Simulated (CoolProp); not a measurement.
Values from CoolProp's reference Helmholtz-energy equation of state, Span 2000.

Q: Give the vapour pressure (bar), liquid cp (kJ/(kg K)), vapour Z, liquid viscosity (µPa s) of saturated nitrogen at 112.4, 114.7, 121.6 K.

A: 
| T (K) | p (bar) | liquid cp (kJ/(kg K)) | vapour Z | liquid viscosity (µPa s) |
|---|---|---|---|---|
| 112.4 | 16.8 | 2.94 | 0.687 | 51.8 |
| 114.7 | 19.1 | 3.20 | 0.655 | 47.8 |
| 121.6 | 27.2 | 5.48 | 0.528 | 35.3 |

Viscosity comes from a separate model (Lemmon 2004).
